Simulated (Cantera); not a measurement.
Feed: 1 mol C3H8, 0.14 mol NH3, 4.6 mol H2O, at 2475 K and 13.0 Pa.

Method: chemical equilibrium by Gibbs-energy minimisation in Cantera with the NASA 1993 tables (ideal gas, pure condensed phases). Candidate condensed phases: C, C6H6, C7H8, C8H18, H2O; 136 gas species. Kinetics and transport are ignored.

What is the equilibrium state?


- x(H) = 0.654
- x(CO) = 0.152
- x(H2) = 0.110
- x(O) = 0.0516
- x(OH) = 0.0131
- x(H2O) = 0.0109
- x(N2) = 0.00354
- x(CO2) = 0.00248
- x(O2) = 0.00211
- gas amount = 19.39 mol
- log10 activity of C(graphite) (absent) = -8.29
